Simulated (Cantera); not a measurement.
What does this Cantera script print?

```python
import numpy as np
import cantera as ct

gas_names = """
    H HO2 H2 H2O H2O2 O OH O2 O3 V VO VO2
""".split()
cond_names = """
    H2O(s) H2O(L) V(cr) V(L) VO(s) VO(L) V2O3(s) V2O3(L) V2O4(I) V2O4(II) V2O4(L) V2O5(s) V2O5(L)
""".split()


def load(file, names, dense=False):
    # The tables refer to 1 bar. Condensed volumes are neglected.
    table = {s.name: s for s in ct.Species.list_from_file(file)}
    out = []
    for n in names:
        d = dict(table[n].input_data)
        d["thermo"] = dict(d["thermo"], **{"reference-pressure": 1e5})
        if dense:
            d["equation-of-state"] = {"model": "constant-volume", "density": "1e6 g/cm^3"}
        out.append(ct.Species.from_dict(d))
    return out


gas = ct.Solution(thermo="ideal-gas", species=load("nasa_gas.yaml", gas_names))
cond = {s.name: ct.Solution(thermo="fixed-stoichiometry", species=[s], name=s.name)
        for s in load("nasa_condensed.yaml", cond_names, dense=True)}
atoms = {
    'V2O3': {'V': 2, 'O': 3},
    'H2': {'H': 2},
}
top_T = {}  # K; cautious upper limits of use, not melting points


def equilibrate(T, P, feed):
    n = {}
    for name, mol in feed.items():
        for a, k in atoms[name].items():
            n[a] = n.get(a, 0.0) + k * mol
    gas.TPX = T, P, n
    mass = sum(n.values()) * gas.mean_molecular_weight
    gas.equilibrate("TP")
    valid = [c for c in cond.values() if c.min_temp <= T <= top_T.get(c.name, c.max_temp)]
    mix = ct.Mixture([(gas, mass / gas.mean_molecular_weight)] + [(c, 0.0) for c in valid])
    mix.T, mix.P = T, P
    mix.equilibrate("TP", solver="vcs", rtol=1e-11, max_steps=5000)
    return mix


results = []
feed = {'V2O3': 1, 'H2': 12}  # mol
T = 1975  # K
P = 12000  # Pa
mix = equilibrate(T, P, feed)
results.append((T, P, feed, dict(zip(mix.species_names, mix.species_moles))))
x = sorted(zip(gas.X, gas.species_names), reverse=True)
print(f"T = {T:g} K  P = {P:g} Pa  gas = {mix.phase_moles(0):.4g} mol")
print("   x: " + "  ".join(f"{s} {v:.3e}" for v, s in x if v > 1e-06))
print("   condensed (mol): " + ("  ".join(f"{mix.phase(i).name} {mix.phase_moles(i):.4g}"
      for i in range(1, mix.n_phases) if mix.phase_moles(i) > 1e-12) or "none"))
```

Output:

```
T = 1975 K  P = 12000 Pa  gas = 12.02 mol
   x: H2 9.698e-01  H2O 2.622e-02  H 3.890e-03  VO2 7.434e-05  VO 1.094e-05  OH 1.002e-05
   condensed (mol): VO(s) 0.6315  V2O3(s) 0.6837
```

These are equilibrium values from Cantera (NASA tables, ideal gas, pure condensed phases), not measurements of a reactor. Mutual solubility and eutectic melting of coexisting phases are not modelled. VO: taken at fixed stoichiometry. Condensed phases not in the tables: the oxides between V2O3 and V2O5 other than VO2.
